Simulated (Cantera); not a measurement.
Input: 1 mol SiCl₄, 55 mol H₂, at 1175 K and 42000 Pa.

These are equilibrium values from Cantera (NASA tables, ideal gas, pure condensed phases), not measurements of a reactor. Candidate condensed phases: Si; 19 gas species. The tables' values for SiCl₃ are old estimates; treat these amounts as uncertain. Kinetics and transport are ignored.

Base state: H₂ 0.961, HCl 0.0254, SiCl₄ 0.00577, SiHCl₃ 0.00514, SiCl₂ 0.00153, SiCl₃ 0.000951, SiH₂Cl₂ 0.000588, SiH₃Cl 1.83e-5 (mole fractions); condensed: Si(s).

Problem. What changes in the equilibrium state with this change: pressure from 42000 Pa to 10000 Pa?

Solution. 
| species | before | after |
|---|---|---|
| H₂ | 0.961 | 0.954 |
| HCl | 0.0254 | 0.0341 |
| SiCl₄ | 0.00577 | 0.00454 |
| SiHCl₃ | 0.00514 | 0.00299 |
| SiH₃Cl | 1.83e-5 | 5.80e-6 |
| SiH₂Cl₂ | 0.000588 | 0.000253 |
| SiCl₂ | 0.00153 | 0.00279 |
| SiCl₃ | 0.000951 | 0.00114 |
| Si(s), mol | 0.211 | 0.338 |
